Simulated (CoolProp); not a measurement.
Saturated liquid density (kg/m³) of R113: the reference equation beside estimates from Tc = 487.2 K, pc = 3.392 MPa, ω = 0.253. Rackett uses Z = 0.29056 − 0.08775 ω.

Model: reference Helmholtz-energy equation of state, Marx 1992, in CoolProp.

```
T (K)  reference  Rackett  van der Waals  Redlich-Kwong  Soave-Redlich-Kwong  Peng-Robinson
-----  ---------  -------  -------------  -------------  -------------------  -------------
362.6       1399     1425          859.5           1234                 1289           1461
373         1369     1394          840.9           1201                 1256           1425
383.3       1339     1362          821.4           1166                 1221           1386
393.6       1307     1329          800.9           1129                 1184           1344
404         1272     1293          779.0            [?]                 1144           1299
414.3       1236     1256          755.8           1047                 1101           1250
424.6        [?]     1215          730.8           1002                 1055           1196
434.9        [?]      [?]          703.6          953.6                 1003           1137
445.3       1106     1123          673.2          899.5                945.4           1070
455.6       1051     1067          639.1          839.2                880.3          993.3
```

### Question
Some entries are withheld; supply them.

### Answer

- 404, Redlich-Kwong: 1089
- 424.6, reference: 1197
- 434.9, reference: 1154
- 434.9, Rackett: 1172

Absolute difference from the reference over all 10 rows, mean and median: Rackett 1.6 and 1.6 %, van der Waals 38.8 and 38.8 %, Redlich-Kwong 15.3 and 14.8 %, Soave-Redlich-Kwong 11.1 and 10.5 %, Peng-Robinson 2.8 and 3.0 %.
